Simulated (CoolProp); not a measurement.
Normal hydrogen along the isotherm 35.6 K: density (kg/m³) from the reference equation and from simpler models built on Tc = 33.1 K, pc = 12.96 bar, ω = -0.219; each cubic takes its own stable root.

Computed with CoolProp (reference Helmholtz-energy equation of state, Leachman 2009).

| p (bar) | phase | reference | ideal gas | van der Waals | Redlich-Kwong | Soave-Redlich-Kwong | Peng-Robinson |
|---|---|---|---|---|---|---|---|
| 0.102 | gas | 0.06961 | 0.06947 | 0.06960 | 0.06962 | 0.06962 | 0.06964 |
| 0.15 | gas | 0.1025 | 0.1022 | 0.1025 | 0.1025 | 0.1025 | 0.1025 |
| 0.221 | gas | 0.1512 | 0.1505 | 0.1512 | 0.1512 | 0.1513 | 0.1513 |
| 0.324 | gas | 0.2222 | 0.2207 | 0.2221 | 0.2222 | 0.2223 | 0.2225 |
| 0.476 | gas | 0.3274 | 0.3242 | 0.3272 | 0.3275 | 0.3276 | 0.3281 |
| 0.698 | gas | 0.4824 | 0.4754 | 0.4819 | 0.4826 | 0.4829 | 0.4839 |
| 1.02 | gas | 0.7099 | 0.6947 | 0.7088 | 0.7103 | 0.7109 | 0.7130 |
| 1.5 | gas | 1.055 | 1.022 | 1.053 | 1.056 | 1.057 | 1.062 |
| 2.21 | gas | 1.580 | 1.505 | 1.574 | ? | 1.585 | 1.595 |
| 3.24 | gas | ? | 2.207 | 2.362 | 2.378 | 2.385 | 2.408 |
| 4.76 | gas | 3.627 | 3.242 | 3.599 | 3.635 | 3.653 | 3.706 |
| 6.98 | gas | 5.676 | 4.754 | 5.609 | 5.687 | 5.737 | 5.867 |
| 10.2 | gas | 9.336 | 6.947 | 9.168 | 9.322 | ? | 9.839 |
| 15 | supercritical | 18.62 | 10.22 | 18.16 | 17.78 | 19.07 | ? |
| 22.1 | supercritical | 44.57 | 15.05 | 36.33 | 38.68 | 41.80 | 45.95 |
| 32.4 | supercritical | 52.95 | 22.07 | 42.64 | 49.52 | 51.32 | 56.81 |

Task: Complete the blanks.

Result: 
- 2.21, Redlich-Kwong: 1.582
- 3.24, reference: 2.374
- 10.2, Soave-Redlich-Kwong: 9.494
- 15, Peng-Robinson: 20.33
